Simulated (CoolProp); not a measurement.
The numbers come from the reference Helmholtz-energy equation of state, Thol 2016 in CoolProp.

Question: Give the vapour pressure (MPa), liquid density (kg/m³), enthalpy of vaporisation (kJ/kg), liquid cp (kJ/(kg K)) of saturated hexamethyldisiloxane (MM) at 429.8 K.

Answer: 
```
T (K)  p (MPa)  liquid density (kg/m³)  enthalpy of vaporisation (kJ/kg)  liquid cp (kJ/(kg K))
-----  -------  ----------------------  --------------------------------  ---------------------
429.8    0.404                     600                               159                   2.31
```
